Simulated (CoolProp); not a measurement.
Vapour-liquid equilibrium of acetone (1) + p-xylene (2) at 0.2 MPa; x and y are mole fractions of (1).

Model: multi-fluid Helmholtz-energy mixture model, Lemmon 2006 and Zhou 2012; pair parameters Bell 2016, in CoolProp.

| x | bubble temperature (K) | y at the bubble point | dew temperature at overall composition x (K) | liquid density (mol/L) |
|---|---|---|---|---|
| 0.05 | 420.7 | 0.368 | 436.7 | 7.132 |
| 0.2 | 390.4 | 0.753 | 429.7 | 7.873 |
| 0.35 | 376.4 | 0.860 | 421.7 | 8.544 |
| 0.5 | 368.1 | 0.910 | 412.3 | 9.250 |
| 0.65 | 362.0 | 0.942 | 400.6 | 10.04 |
| 0.8 | 356.9 | 0.968 | 384.8 | 10.96 |
| 0.95 | 352.2 | 0.992 | 360.5 | 12.04 |

No azeotrope shows between x = 0.05 and 0.95.

The pair parameters rest on a limited set of measurements; away from them the model extrapolates.
